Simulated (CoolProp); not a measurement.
Sulfur hexafluoride at several states: Z from the reference equation and from simpler models built on Tc = 318.7 K, pc = 3.755 MPa, ω = 0.210; each cubic takes its own stable root.

The numbers come from the reference Helmholtz-energy equation of state, Guder 2009 in CoolProp.

```csv
T (K),p (MPa),phase,reference
278.1,8.02,liquid,0.3143
595.5,0.127,gas,0.9992
528.2,0.0203,gas,0.9997
505.3,2.55,gas,0.9625
253.1,3.17,liquid,0.1287
517.1,1.1,gas,0.9850
```

Question: How far does each simpler model (van der Waals, Redlich-Kwong, Soave-Redlich-Kwong, Peng-Robinson) lie from the reference over these 6 states: mean and median of the absolute difference, and the worst?

Answer: 
- van der Waals: mean 16.9 %, median 1.7 %, worst +53.5 % at 253.1 K and 3.17 MPa
- Redlich-Kwong: mean 3.2 %, median 1.1 %, worst +9.2 % at 253.1 K and 3.17 MPa
- Soave-Redlich-Kwong: mean 2.0 %, median 0.4 %, worst +5.6 % at 253.1 K and 3.17 MPa
- Peng-Robinson: mean 2.4 %, median 0.6 %, worst -6.7 % at 253.1 K and 3.17 MPa
